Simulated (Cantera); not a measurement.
An adiabatic, constant-volume homogeneous reactor starts with CH4 : C2H6 : O2 : N2 = 1 : 0.04 : 0.973 : 3.66 (molar parts), equivalence ratio 2.2, at 1225 K and 1000000 Pa. Integrator tolerance rtol = 1e-08.

Model: GRI-Mech 3.0 (53 species, 325 reactions), integrated in Cantera.

What does this change do: pressure from 1000000 Pa to 1600000 Pa?


```json
[
 {"quantity": "time of steepest temperature rise", "before": "1.83 ms", "after": "1.09 ms"},
 {"quantity": "temperature at 0.100 s", "before": "2508 K", "after": "2512 K"},
 {"quantity": "equilibrium temperature", "before": "2508 K", "after": "2512 K"},
 {"quantity": "x(CH4) at 0.100 s", "before": "1.81e-8 (gas-phase equilibrium 2.02e-8)", "after": "4.62e-8 (gas-phase equilibrium 5.12e-8)"},
 {"quantity": "x(C2H6) at 0.100 s", "before": "<1e-12 (gas-phase equilibrium <1e-12)", "after": "<1e-12 (gas-phase equilibrium <1e-12)"},
 {"quantity": "x(O2) at 0.100 s", "before": "5.22e-7 (gas-phase equilibrium 5.22e-7)", "after": "3.38e-7 (gas-phase equilibrium 3.38e-7)"},
 {"quantity": "x(N2O) at 0.100 s", "before": "6.90e-9 (gas-phase equilibrium 6.90e-9)", "after": "7.08e-9 (gas-phase equilibrium 7.08e-9)"},
 {"quantity": "x(H2O) at 0.100 s", "before": "0.112 (gas-phase equilibrium 0.112)", "after": "0.113 (gas-phase equilibrium 0.113)"}
]
```
The pressure lies above the range GRI-Mech 3.0 was tuned for (to about 10 atm).

What does this change do: initial temperature 1225 to 1625 K?


```csv
quantity,before,after
time of steepest temperature rise,1.83 ms,40.7 µs
temperature at 0.100 s,2508 K,2840 K
equilibrium temperature,2508 K,2840 K
x(CH4) at 0.100 s,1.81e-8 (gas-phase equilibrium 2.02e-8),3.86e-9 (gas-phase equilibrium 4.32e-9)
x(C2H6) at 0.100 s,<1e-12 (gas-phase equilibrium <1e-12),<1e-12 (gas-phase equilibrium <1e-12)
x(O2) at 0.100 s,5.22e-7 (gas-phase equilibrium 5.22e-7),1.06e-5 (gas-phase equilibrium 1.06e-5)
x(N2O) at 0.100 s,6.90e-9 (gas-phase equilibrium 6.90e-9),4.82e-8 (gas-phase equilibrium 4.82e-8)
x(H2O) at 0.100 s,0.112 (gas-phase equilibrium 0.112),0.112 (gas-phase equilibrium 0.112)
```
